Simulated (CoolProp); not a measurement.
Values from CoolProp's reference Helmholtz-energy equation of state, Thol 2017.

Task: Give the vapour pressure (bar), liquid density (kg/m³), vapour density (kg/m³), enthalpy of vaporisation (kJ/kg) of saturated decamethyltetrasiloxane (MD2M) at 457, 515.7 K.

Result: 
| T (K) | p (bar) | liquid density (kg/m³) | vapour density (kg/m³) | enthalpy of vaporisation (kJ/kg) |
|---|---|---|---|---|
| 457 | 0.778 | 680 | 6.77 | 134 |
| 515.7 | 2.85 | 600 | 24.6 | 109 |
